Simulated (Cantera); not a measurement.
Input: 1 mol Fe2O3, 0.63 mol H2S, 0.83 mol N2, held at 1000 Pa.

Cantera equilibrium calculation (NASA polynomials, part measured and part estimated; ideal gas, pure solids and liquids). Candidate condensed phases: Fe, FeO, Fe(OH)2, Fe(OH)3, FeS, FeSO4, FeS2, Fe2O3, Fe2(SO4)3, Fe3O4, H2O, H2SO4, S; 38 gas species. Metal and sulfide melt together well below either melting point, which pure phases cannot show. Mutual solubility and eutectic melting of coexisting phases are not modelled. The tables' stoichiometric FeO is somewhat more stable than real wüstite, so its field is too wide. FeO, FeS: taken at fixed stoichiometry. Kinetics and transport are ignored.

**Question.** At 1350 K, list the 7 most abundant gas species with their mole fractions, and the condensed phases.

**Answer.** N2 0.446, H2O 0.297, SO2 0.137, S2 0.0766, H2 0.0334, H2S 0.00752, SO 0.00179. Condensed: FeO(s) + FeS(s).
